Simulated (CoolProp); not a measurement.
The numbers come from the reference Helmholtz-energy equation of state, Setzmann 1991 in CoolProp.

For methane, give the phase and the cp (kJ/(kg K)), speed of sound (m/s) at 213.65 °C and 4.06 MPa; 305.75 °C and 0.012 MPa; 350.25 °C and 0.0556 MPa.


- 213.65 °C and 4.06 MPa: gas; cp 2.92, speed of sound 561
- 305.75 °C and 0.012 MPa: gas; cp 3.19, speed of sound 598
- 350.25 °C and 0.0556 MPa: gas; cp 3.36, speed of sound 618
